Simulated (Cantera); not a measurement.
## Adiabatic ignition

An adiabatic, constant-volume homogeneous reactor starts with CH4 : C2H6 : O2 : N2 : H2O = 1 : 0.062 : 1.17 : 28 : 3.1 (molar parts), equivalence ratio 1.9, at 1723 K and 5.00 bar.

Detailed kinetics in Cantera: GRI-Mech 3.0 (53 species, 325 reactions).

```
t (s)     T (K)  P (bar)     x CH4    x C2H6     x O2     x C2H     x OH
--------  -----  -------  --------  --------  -------  --------  -------
1.00e-6    1722     5.00    0.0300   0.00179   0.0351    <1e-12  1.45e-6
4.29e-6    1720     4.99    0.0299   0.00160   0.0351    <1e-12  6.28e-6
1.84e-5    1720     5.00    0.0290   0.00127   0.0346  1.53e-10  1.27e-5
7.88e-5    1745     5.09    0.0226  0.000745   0.0307   1.12e-8  2.48e-5
0.000338   2085     6.22  0.000584   1.49e-7  1.55e-5   1.89e-7  9.04e-5
0.00145    2085     6.24  0.000215   1.51e-8  3.67e-7   3.53e-8  7.48e-5
0.00621    2083     6.24   5.55e-7    <1e-12  3.57e-7  3.98e-11  7.35e-5
0.0266     2083     6.24  1.17e-11    <1e-12  3.60e-7    <1e-12  7.38e-5
0.114      2083     6.24  1.16e-11    <1e-12  3.61e-7    <1e-12  7.39e-5
0.490      2083     6.24  1.15e-11    <1e-12  3.61e-7    <1e-12  7.40e-5
2.10       2083     6.24  1.15e-11    <1e-12  3.61e-7    <1e-12  7.40e-5
9.00       2083     6.24  1.15e-11    <1e-12  3.61e-7    <1e-12  7.40e-5
```
x: mole fraction; the columns are a selection and need not sum to one.

```json
{
 "time_of_steepest_temperature_rise": "0.159 ms",
 "temperature at 9.00 s": "2083 K",
 "equilibrium_temperature": "2083 K",
 "x(CH4) at 9.00 s": "1.15e-11 (gas-phase equilibrium 1.32e-11)",
 "x(C2H6) at 9.00 s": "<1e-12 (gas-phase equilibrium <1e-12)",
 "x(O2) at 9.00 s": "3.61e-7 (gas-phase equilibrium 3.61e-7)"
}
```
